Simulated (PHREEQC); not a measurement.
Dissolve 0.56 mol CaCl2, 0.16 mol SrCl2 and 0.72 mol KBr per kg of water at 25 °C. Closed to the air; pH follows from the charge balance.

All values are PHREEQC results (Pitzer model, pitzer.dat), not measurements.

```
Property                   Result
-------------------  ------------
ionic strength       2.88 mol/kgw
activity of water           0.937
density               1.121 g/cm³
osmotic coefficient         1.007
```

```tsv
species	molality	activity	log γ
Cl-	1.44	0.820	-0.244
Br-	0.720	0.461	-0.194
K+	0.720	0.463	-0.192
Ca+2	0.560	0.191	-0.467
Sr+2	0.160	0.0511	-0.495
OH-	1.97e-7	3.51e-8	-0.750
H+	1.97e-7	2.70e-7	0.137
```

This is a speciation only: nothing precipitates in the calculation.
